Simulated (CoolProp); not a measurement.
Ethylene along the isotherm 28.45 °C: fugacity coefficient from the reference equation and from simpler models built on Tc = 9.2 °C, pc = 5.042 MPa, ω = 0.087; each cubic takes its own stable root.

Model: reference Helmholtz-energy equation of state, Smukala 2000, in CoolProp.

| p (MPa) | phase | reference | van der Waals | Redlich-Kwong | Soave-Redlich-Kwong | Peng-Robinson |
|---|---|---|---|---|---|---|
| 4.58 | gas | 0.7596 | 0.7723 | 0.7562 | 0.7592 | 0.7364 |
| 9.17 | supercritical | 0.5318 | 0.5450 | 0.5342 | 0.5409 | ___ |
| 13.8 | supercritical | 0.4126 | 0.4408 | 0.4212 | 0.4276 | 0.4002 |
| 18.3 | supercritical | 0.3559 | 0.3953 | ___ | 0.3730 | 0.3444 |
| 22.9 | supercritical | 0.3236 | 0.3734 | 0.3363 | 0.3421 | ___ |
| 27.5 | supercritical | 0.3051 | 0.3652 | 0.3187 | 0.3245 | 0.2918 |
| 32.1 | supercritical | 0.2947 | 0.3657 | 0.3092 | ___ | 0.2798 |
| 36.7 | supercritical | ___ | ___ | 0.3050 | 0.3108 | 0.2729 |
| 41.3 | supercritical | 0.2886 | 0.3841 | 0.3047 | 0.3105 | 0.2695 |
| 45.8 | supercritical | 0.2905 | 0.3997 | 0.3072 | ___ | 0.2689 |
| 50.4 | supercritical | 0.2948 | 0.4196 | 0.3123 | 0.3185 | 0.2704 |

### Question
Fill in the missing entries.

### Answer

- 9.17, Peng-Robinson: 0.5141
- 18.3, Redlich-Kwong: 0.3670
- 22.9, Peng-Robinson: 0.3116
- 32.1, Soave-Redlich-Kwong: 0.3149
- 36.7, reference: 0.2897
- 36.7, van der Waals: 0.3724
- 45.8, Soave-Redlich-Kwong: 0.3133
